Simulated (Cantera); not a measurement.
A jet of 2.97 % CH4, 6.64 % O2, 90.4 % N2, equivalence ratio 0.90 at 300 K and 37000 Pa hits a platinum plate 6.8 cm away at a mass flux of 0.098 kg/m²/s; the plate temperature is set and raised in steps from an oxygen-covered start.

Detailed kinetics in Cantera: Deutschmann's 1995 Pt surface mechanism with GRI-Mech 3.0 gas chemistry. Catalytic surfaces can have several steady states; this one follows from the mechanism file's or the stated starting coverage.

One state of this run: wall x CH4 = 0.000776; wall x O2 = 0.00560; wall x H2O = 0.0529; wall x OH = 6.22e-6; wall x CO = 4.09e-6; wall x CO2 = 0.0349; θ free Pt = 0.793; θ O* = 0.206; θ OH* = 0.00112. x: mole fraction at the wall; θ: surface coverage.

Problem. Which value of plate T (K) does it belong to?
A) 1000
B) 1250
C) 1300
D) 1100

Solution. C, 1300
